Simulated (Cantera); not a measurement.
## Stirred combustor or abatement burner

A perfectly stirred reactor is fed with 3.85 % CH4, 13.7 % O2, 82.4 % N2, equivalence ratio 0.56, at 1.00 bar; it is adiabatic with a 748 K inlet, and is followed from long to short residence time, starting on the burning branch (τ in s: 0.27, 0.11, 0.043, 0.017, 0.0068, 0.0027, 0.0011, 0.00044, 0.00017, 7e-05, 2.8e-05, 1.1e-05, 4.5e-06).

Model: GRI-Mech 3.0 (53 species, 325 reactions), integrated in Cantera.

| τ (s) | T (K) | x CH4 | x O2 | x NO2 | x H2O | x C2H6 |
|---|---|---|---|---|---|---|
| 0.27 | 1619 | 7.75e-6 | 0.0604 | 1.57e-8 | 0.0767 | 2.97e-10 |
| 0.11 | 1617 | 1.37e-5 | 0.0604 | 1.45e-8 | 0.0766 | 6.26e-10 |
| 0.043 | 1613 | 2.48e-5 | 0.0605 | 1.14e-8 | 0.0764 | 1.29e-9 |
| 0.017 | 1606 | 4.47e-5 | 0.0607 | 8.12e-9 | 0.0760 | 2.54e-9 |
| 0.0068 | 1594 | 8.08e-5 | 0.0610 | 5.73e-9 | 0.0755 | 5.06e-9 |
| 0.0027 | 1573 | 0.000152 | 0.0618 | 4.21e-9 | 0.0747 | 1.13e-8 |
| 0.0011 | 1539 | 0.000308 | 0.0634 | 3.10e-9 | 0.0735 | 3.29e-8 |
| 0.00044 | 1474 | 0.000847 | 0.0677 | 1.88e-9 | 0.0712 | 2.40e-7 |
| 0.00017 | 748 | 0.0385 | 0.137 | <1e-12 | <1e-12 | <1e-12 |
| 7.0e-5 | 748 | 0.0385 | 0.137 | <1e-12 | <1e-12 | <1e-12 |
| 2.8e-5 | 748 | 0.0385 | 0.137 | <1e-12 | <1e-12 | <1e-12 |
| 1.1e-5 | 748 | 0.0385 | 0.137 | <1e-12 | <1e-12 | <1e-12 |
| 4.5e-6 | 748 | 0.0385 | 0.137 | <1e-12 | <1e-12 | <1e-12 |
x: mole fraction; the columns are a selection and need not sum to one.
